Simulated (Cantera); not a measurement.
Charge: 1 mol TiC, 0.29 mol C, 0.15 mol H₂, equilibrated at 1877 °C and 0.133 bar.

Cantera equilibrium calculation (NASA polynomials, part measured and part estimated; ideal gas, pure solids and liquids). Candidate condensed phases: C, C₆H₆, C₇H₈, C₈H₁₈, Ti, TiC; 77 gas species. TiC: taken at fixed stoichiometry. The numbers say what is thermodynamically allowed, not how fast it happens.

Q: What is the equilibrium state?

A: 
```
Property                               Value
--------------------------------  ----------
x(H₂)                                  0.987
x(H)                                  0.0115
x(C₂H₂ (acetylene))                  0.00191
x(CH₄)                               3.81e-5
x(CH₃)                               8.56e-6
x(C₄H₂)                              1.50e-6
n(C(graphite))                     0.289 mol
n(TiC(s))                           1.00 mol
gas amount                        0.1509 mol
log10 activity of Ti(l) (absent)       -3.74
```
